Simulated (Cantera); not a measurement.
Source: NASA polynomial tables (part measured, part estimated), evaluated in Cantera. Values are per mole of reaction as written; species without (g) are pure solids or liquids, kept so even where they would boil at 1 bar.

Problem. Between 575 and 1275 K, where is each reaction favourable under standard conditions?
- N2(g) + 4 PbO ⇌ 2 NO2(g) + 4 Pb(g)

Solution. 
- N2(g) + 4 PbO ⇌ 2 NO2(g) + 4 Pb(g): ΔG° is 1316 kJ at 575 K and 874 kJ at 1275 K; it stays positive (K < 1). ΔH° is 1550 kJ and ΔS° 530 J/K at 1275 K.
